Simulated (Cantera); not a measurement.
A Cantera script and its output.

```python
import numpy as np
import cantera as ct

gas = ct.Solution("gri30.yaml")
gas.TPX = 650, 100000, {'CO': 1, 'H2': 1.3, 'CH4': 0.17, 'O2': 0.993, 'N2': 3.73, 'H2O': 0.17}
flame = ct.FreeFlame(gas, width=0.04)
flame.set_refine_criteria(ratio=3, slope=0.08, curve=0.16)
flame.transport_model = "mixture-averaged"
flame.solve(loglevel=0, auto=True)
flame.transport_model = "multicomponent"
flame.soret_enabled = False
flame.solve(loglevel=0, refine_grid=True)
z, T = flame.grid, flame.T
thick = (T[-1] - T[0]) / np.gradient(T, z).max()
show = ['CO', 'H2', 'CH4', 'H2O', 'NO', 'HO2']
print(f"laminar burning velocity  {flame.velocity[0] * 100:.3f} cm/s")
print(f"burnt temperature         {T[-1]:.1f} K")
print(f"thermal thickness         {thick * 1e3:.4f} mm")
print(f"grid points               {len(z)}")
z0 = z[flame.heat_release_rate.argmax()]
print(f"{'z/mm':>9s}{'T/K':>9s}{'u/(m/s)':>9s}" + "".join(f"{s:>11s}" for s in show))
rows = []
for k in (-3, -2, -1.5, -1, -0.5, -0.25, 0, 0.25, 0.5, 1, 2, 4, 8):
    zz = z0 + k * thick
    rows.append([k * thick, np.interp(zz, z, T), np.interp(zz, z, flame.velocity),
                 *(np.interp(zz, z, flame.X[gas.species_index(s)]) for s in show)])
    print(f"{rows[-1][0] * 1e3:9.3f}{rows[-1][1]:9.1f}{rows[-1][2]:9.3f}" + "".join(f"{x:11.3e}" for x in rows[-1][3:]))
```

Output:

```
laminar burning velocity  526.243 cm/s
burnt temperature         2402.9 K
thermal thickness         0.2943 mm
grid points               159
     z/mm      T/K  u/(m/s)         CO         H2        CH4        H2O         NO        HO2
   -0.883    650.0    5.262  1.358e-01  1.766e-01  2.309e-02  2.309e-02 -5.165e-15  3.184e-09
   -0.589    650.0    5.262  1.358e-01  1.765e-01  2.309e-02  2.309e-02 -4.405e-15  1.647e-07
   -0.441    650.1    5.261  1.359e-01  1.763e-01  2.310e-02  2.310e-02  1.719e-14  2.395e-06
   -0.294    652.3    5.271  1.361e-01  1.747e-01  2.313e-02  2.323e-02  3.559e-12  6.735e-05
   -0.147    763.0    6.086  1.369e-01  1.588e-01  2.305e-02  3.104e-02  4.213e-09  2.311e-04
   -0.074   1028.6    8.110  1.376e-01  1.328e-01  2.011e-02  5.679e-02  7.628e-08  1.324e-04
    0.000   1443.6   11.340  1.407e-01  9.431e-02  7.614e-03  1.153e-01  6.317e-07  7.103e-05
    0.074   1678.7   13.168  1.346e-01  6.207e-02  6.700e-04  1.632e-01  2.171e-06  2.356e-05
    0.147   1765.4   13.782  1.224e-01  5.041e-02  2.684e-05  1.782e-01  4.147e-06  1.158e-05
    0.294   1857.8   14.372  1.067e-01  5.040e-02  5.949e-08  1.796e-01  7.779e-06  6.387e-06
    0.589   1960.3   15.024  9.812e-02  5.340e-02  3.898e-12  1.804e-01  1.326e-05  4.181e-06
    1.177   2070.1   15.735  9.774e-02  5.335e-02  8.801e-14  1.874e-01  2.070e-05  2.870e-06
    2.354   2178.9   16.426  9.871e-02  5.191e-02  5.504e-14  1.963e-01  3.041e-05  1.830e-06
```

Computed with Cantera and GRI-Mech 3.0 (53 species, 325 reactions). Burning velocities carry a grid error of a few per cent, more on coarse grids.
